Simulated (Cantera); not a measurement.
Feed: 1 mol V2O5, 2.1 mol H2, held at 13300 Pa.

Equilibrium computed with Cantera from the NASA thermochemical tables; the gas is ideal and each condensed phase is pure. Candidate condensed phases: H2O, V, VO, V2O3, V2O4, V2O5; 12 gas species. Condensed phases not in the tables: the oxides between V2O3 and V2O5 other than VO2. The numbers say what is thermodynamically allowed, not how fast it happens.

log p: log10 of the partial pressure in bar; n: condensed amount in mol.

```csv
T (°C),log p H2O,log p H2,log p VO2,log p OH,n V2O3(s)
1100,-0.90,-2.20,-9.08,-7.02,1.00
1200,-0.90,-2.20,-7.85,-6.28,1.00
1300,-0.90,-2.20,-6.78,-5.63,1.000
1400,-0.90,-2.20,-5.84,-5.06,1.000
1500,-0.90,-2.20,___,___,1.000
1600,-0.90,-2.19,-4.28,-4.10,1.000
1700,-0.90,-2.18,-3.63,-3.70,0.998
1800,-0.90,-2.16,___,___,0.993
1900,-0.92,-2.09,-2.58,-3.06,0.979
```

Q: Fill in the missing entries.

A: 
- 1500, log p VO2: -5.01
- 1500, log p OH: -4.55
- 1800, log p VO2: -3.07
- 1800, log p OH: -3.35
